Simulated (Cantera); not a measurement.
## Gas-phase reforming

An isothermal, constant-pressure homogeneous reactor starts with CH4 : CO2 : H2 = 1 : 3.1 : 0.051 (molar parts), at 2123 K and 500000 Pa.

Detailed kinetics in Cantera: GRI-Mech 3.0 (53 species, 325 reactions).

```tsv
t (s)	x CH4	x CO2	x H2	x H2O2	x C2H4
0.000300	0.00552	0.266	0.0744	1.54e-9	0.000158
0.000744	0.00419	0.202	0.101	9.20e-10	7.75e-5
0.00184	0.00195	0.159	0.128	5.76e-10	1.74e-5
0.00457	9.90e-5	0.147	0.138	5.00e-10	2.90e-7
0.0113	6.24e-9	0.146	0.138	5.23e-10	6.24e-12
0.0281	3.69e-9	0.146	0.138	5.23e-10	<1e-12
0.0696	3.69e-9	0.146	0.138	5.23e-10	<1e-12
0.172	3.69e-9	0.146	0.138	5.23e-10	<1e-12
0.427	3.69e-9	0.146	0.138	5.23e-10	<1e-12
1.06	3.69e-9	0.146	0.138	5.23e-10	<1e-12
2.63	3.69e-9	0.146	0.138	5.23e-10	<1e-12
6.51	3.69e-9	0.146	0.138	5.23e-10	<1e-12
16.1	3.69e-9	0.146	0.138	5.23e-10	<1e-12
40.0	3.69e-9	0.146	0.138	5.23e-10	<1e-12
```
x: mole fraction; the columns are a selection and need not sum to one.

Equilibrium at this temperature and pressure: CH4 4.00e-9, CO2 0.146, H2 0.138, H2O2 5.23e-10, C2H4 <1e-12 (gas phase only).
